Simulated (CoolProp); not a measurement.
A single-stage vapour-compression cycle with R115: evaporating at 278.15 K (dew point), condensing at 330.15 K (bubble point), superheat 5 K, subcooling 2 K, compressor efficiency 0.75, no pressure losses. Each further row changes one setting.

The numbers come from the reference Helmholtz-energy equation of state, Lemmon 2016 in CoolProp.

```json
[
 {"case": "as stated", "cooling COP": "2.38", "pressure ratio": "3.75", "discharge temperature (K)": "334.3", "refrigerating effect (kJ/kg)": "52.8", "volumetric capacity (kJ/m³)": "2040"},
 {"case": "evaporating temperature 283.15 K", "cooling COP": "2.81", "pressure ratio": "3.24", "discharge temperature (K)": "334.4", "refrigerating effect (kJ/kg)": "55.4", "volumetric capacity (kJ/m³)": "2480"},
 {"case": "condensing temperature 325.15 K", "cooling COP": "2.88", "pressure ratio": "3.36", "discharge temperature (K)": "329.2", "refrigerating effect (kJ/kg)": "59.1", "volumetric capacity (kJ/m³)": "2290"},
 {"case": "subcooling 7 K", "cooling COP": "2.67", "pressure ratio": "3.75", "discharge temperature (K)": "334.3", "refrigerating effect (kJ/kg)": "59.3", "volumetric capacity (kJ/m³)": "2290"},
 {"case": "superheat 15 K", "cooling COP": "2.54", "pressure ratio": "3.75", "discharge temperature (K)": "343.0", "refrigerating effect (kJ/kg)": "60.5", "volumetric capacity (kJ/m³)": "2220"},
 {"case": "compressor efficiency 0.65", "cooling COP": "2.06", "pressure ratio": "3.75", "discharge temperature (K)": "337.4", "refrigerating effect (kJ/kg)": "52.8", "volumetric capacity (kJ/m³)": "2040"}
]
```
